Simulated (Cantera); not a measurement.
An isothermal, constant-pressure homogeneous reactor starts with CO : O2 : H2O : N2 = 0.0019 : 0.0058 : 0.074 : 1 (molar parts), at 1150 K and 34000 Pa. Integrator tolerance rtol = 1e-08.

Detailed kinetics in Cantera: GRI-Mech 3.0 (53 species, 325 reactions).

Task: What does this change do: temperature 1150 to 950 K?

Result: 
| quantity | before | after |
|---|---|---|
| x(CO) at 1.00 s | 4.48e-8 (gas-phase equilibrium 2.32e-10) | 0.000195 (gas-phase equilibrium <1e-12) |
| x(O2) at 1.00 s | 0.00449 (gas-phase equilibrium 0.00448) | 0.00459 (gas-phase equilibrium 0.00449) |
| x(H2O) at 1.00 s | 0.0685 (gas-phase equilibrium 0.0685) | 0.0684 (gas-phase equilibrium 0.0685) |
| x(OH) at 1.00 s | 3.57e-6 (gas-phase equilibrium 6.12e-7) | 1.06e-6 (gas-phase equilibrium 1.71e-8) |
| x(NO) at 1.00 s | 6.11e-9 (gas-phase equilibrium 2.09e-5) | 1.39e-10 (gas-phase equilibrium 2.79e-6) |
| x(CO2) at 1.00 s | 0.00176 (gas-phase equilibrium 0.00176) | 0.00156 (gas-phase equilibrium 0.00176) |

Task: What does this change do: 0.08 parts CH4 added?

Result: 
| quantity | before | after |
|---|---|---|
| x(CO) at 1.00 s | 4.48e-8 (gas-phase equilibrium 2.32e-10) | 0.00164 (gas-phase equilibrium 0.0613) |
| x(O2) at 1.00 s | 0.00449 (gas-phase equilibrium 0.00448) | 0.00499 (gas-phase equilibrium <1e-12) |
| x(H2O) at 1.00 s | 0.0685 (gas-phase equilibrium 0.0685) | 0.0637 (gas-phase equilibrium 0.00330) |
| x(OH) at 1.00 s | 3.57e-6 (gas-phase equilibrium 6.12e-7) | 1.82e-10 (gas-phase equilibrium 6.14e-12) |
| x(NO) at 1.00 s | 6.11e-9 (gas-phase equilibrium 2.09e-5) | <1e-12 (gas-phase equilibrium <1e-12) |
| x(CO2) at 1.00 s | 0.00176 (gas-phase equilibrium 0.00176) | 6.15e-7 (gas-phase equilibrium 0.000973) |
